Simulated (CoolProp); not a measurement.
Carbon monoxide along the isotherm -182.45 °C: fugacity coefficient from the reference equation and from simpler models built on Tc = -140.3 °C, pc = 3.498 MPa, ω = 0.050; each cubic takes its own stable root.

Computed with CoolProp (reference Helmholtz-energy equation of state, Lemmon 2006). It is a short technical equation, of lower accuracy than the large ones.

| p (MPa) | phase | reference | Redlich-Kwong | Peng-Robinson |
|---|---|---|---|---|
| 0.00553 | gas | 0.9984 | 0.9984 | 0.9984 |
| 0.00894 | gas | 0.9974 | 0.9975 | 0.9974 |
| 0.0144 | gas | 0.9959 | 0.9960 | 0.9958 |
| 0.0233 | gas | 0.9933 | 0.9935 | 0.9932 |
| 0.0377 | gas | 0.9892 | 0.9894 | 0.9889 |
| 0.0609 | gas | 0.9826 | 0.9829 | 0.9822 |
| 0.0984 | gas | 0.9719 | 0.9724 | 0.9712 |
| 0.159 | gas | 0.9546 | 0.9554 | 0.9536 |
| 0.415 | liquid | 0.5727 | 0.5580 | 0.5745 |
| 0.67 | liquid | 0.3592 | 0.3500 | 0.3598 |
| 1.08 | liquid | 0.2274 | 0.2216 | 0.2273 |
| 1.75 | liquid | 0.1450 | 0.1414 | 0.1444 |
